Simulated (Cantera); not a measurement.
## Gas-phase reforming

A perfectly stirred reactor is fed with CH₄ : CO₂ = 1 : 0.48 (molar parts), at 1.20 bar; it is held at 1398 K, and followed from long to short residence time.

Cantera simulation using GRI-Mech 3.0 (53 species, 325 reactions); the numbers are that mechanism's predictions, not measurements. GRI-Mech 3.0 stops at C3 and has no aromatics, soot or wall deposition, so with more carbon than oxygen in the feed, carbon stays in small species such as C2H2 where larger ones or solid carbon would form.

```tsv
τ (s)	x CH₄	x CO₂	x O	x C₂H₄	x O₂	x CO	x H₂O₂
6.3	0.308	0.138	<1e-12	0.0203	<1e-12	0.124	<1e-12
2.3	0.442	0.226	<1e-12	0.0118	<1e-12	0.0566	<1e-12
0.86	0.553	0.286	<1e-12	0.00692	<1e-12	0.0168	<1e-12
0.32	0.621	0.312	<1e-12	0.00491	<1e-12	0.00354	<1e-12
0.12	0.655	0.321	<1e-12	0.00320	<1e-12	0.000590	<1e-12
0.044	0.669	0.324	<1e-12	0.00134	<1e-12	8.33e-5	<1e-12
0.016	0.674	0.324	<1e-12	0.000328	<1e-12	1.26e-5	<1e-12
0.0060	0.675	0.324	<1e-12	6.22e-5	<1e-12	2.62e-6	<1e-12
0.0022	0.675	0.324	<1e-12	1.16e-5	<1e-12	6.90e-7	<1e-12
0.00083	0.676	0.324	<1e-12	2.43e-6	<1e-12	2.19e-7	<1e-12
```
x: mole fraction; the columns are a selection and need not sum to one.
